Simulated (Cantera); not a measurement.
What does this Cantera script print?

```python
import numpy as np
import cantera as ct

gas_names = """
    I2 H2 HI ALI3 PbI2
""".split()
cond_names = """
    Mg(cr) Mg(L) MgI2(s) MgI2(L) AL(cr) AL(L) Pb(cr) Pb(L)
""".split()


# ... load() reads the species with a 1 bar reference pressure and builds the phases ...
species = {s.name: s for s in load("nasa_gas.yaml", gas_names) + load("nasa_condensed.yaml", cond_names)}
# Each term lists the table entries of one substance; the one whose range holds T is used.
reactions = {
    'Mg + I2(g) = MgI2':
        [(-1, ['Mg(cr)', 'Mg(L)']), (-1, ['I2']), (1, ['MgI2(s)', 'MgI2(L)'])],
    'H2(g) + I2(g) = 2 HI(g)':
        [(-1, ['H2']), (-1, ['I2']), (2, ['HI'])],
    '0.6667 Al + I2(g) = 0.6667 AlI3(g)':
        [(-0.6666666666666666, ['AL(cr)', 'AL(L)']), (-1, ['I2']), (0.6666666666666666, ['ALI3'])],
    'Pb + I2(g) = PbI2(g)':
        [(-1, ['Pb(cr)', 'Pb(L)']), (-1, ['I2']), (1, ['PbI2'])],
}


def pick(names, T):
    return next(species[n] for n in names if species[n].thermo.min_temp <= T <= species[n].thermo.max_temp)


results = []
for label, terms in reactions.items():
    print(label)
    print("     T/K   dH/kJ  dS/(J/K)   dG/kJ   log10 K")
    for T in [300, 675, 775, 875, 975, 1075, 1175, 1275]:
        used = [(nu, pick(names, T)) for nu, names in terms]
        dH = sum(nu * s.thermo.h(T) for nu, s in used) / 1e6
        dS = sum(nu * s.thermo.s(T) for nu, s in used) / 1e3
        dG = dH - T * dS / 1e3
        logK = -dG * 1e6 / (ct.gas_constant * T * np.log(10))
        results.append((label, T, dH, dS, dG, logK, [s.name for _, s in used]))
        print(f"{T:8g} {dH:8.1f} {dS:8.1f} {dG:8.1f} {logK:8.2f}")
```

Result:

```
Mg + I2(g) = MgI2
     T/K   dH/kJ  dS/(J/K)   dG/kJ   log10 K
     300   -429.3   -163.4   -380.3    66.22
     675   -423.4   -150.8   -321.6    24.89
     775   -421.6   -148.4   -306.6    20.67
     875   -419.9   -146.2   -291.9    17.43
     975   -396.5   -120.3   -279.1    14.95
    1075   -393.7   -117.6   -267.2    12.98
    1175   -390.9   -115.1   -255.6    11.36
    1275   -388.1   -112.9   -244.2    10.00
H2(g) + I2(g) = 2 HI(g)
     T/K   dH/kJ  dS/(J/K)   dG/kJ   log10 K
     300     -9.7     21.8    -16.2     2.83
     675    -12.4     15.9    -23.1     1.79
     775    -12.8     15.3    -24.7     1.66
     875    -13.2     14.8    -26.2     1.56
     975    -13.5     14.5    -27.6     1.48
    1075    -13.6     14.3    -29.1     1.41
    1175    -13.8     14.2    -30.5     1.36
    1275    -13.9     14.1    -31.9     1.31
0.6667 Al + I2(g) = 0.6667 AlI3(g)
     T/K   dH/kJ  dS/(J/K)   dG/kJ   log10 K
     300   -191.3    -30.5   -182.1    31.71
     675   -191.9    -31.8   -170.4    13.19
     775   -192.2    -32.3   -167.2    11.27
     875   -192.6    -32.8   -164.0     9.79
     975   -200.3    -40.9   -160.4     8.59
    1075   -200.7    -41.3   -156.3     7.59
    1175   -201.1    -41.7   -152.1     6.76
    1275   -201.6    -42.1   -147.9     6.06
Pb + I2(g) = PbI2(g)
     T/K   dH/kJ  dS/(J/K)   dG/kJ   log10 K
     300    -65.6     34.0    -75.8    13.20
     675    -73.5     19.6    -86.7     6.71
     775    -74.5     18.3    -88.6     5.97
     875    -75.4     17.1    -90.4     5.40
     975    -76.4     16.1    -92.1     4.93
    1075    -77.3     15.2    -93.6     4.55
    1175    -78.2     14.3    -95.1     4.23
    1275    -79.2     13.6    -96.5     3.95
```

Source: NASA polynomial tables (part measured, part estimated), evaluated in Cantera. Condensed species are held in their standard states even where they would react or evaporate.
